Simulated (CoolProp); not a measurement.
The numbers come from the reference Helmholtz-energy equation of state, Lemmon 2006 in CoolProp. It is a short technical equation, of lower accuracy than the large ones.

Q: Give the vapour pressure (MPa), liquid density (kg/m³), enthalpy of vaporisation (kJ/kg) of saturated nitrous oxide at -44.85 °C.

A: 
| T (°C) | p (MPa) | liquid density (kg/m³) | enthalpy of vaporisation (kJ/kg) |
|---|---|---|---|
| -44.85 | 0.787 | 1090 | 318 |
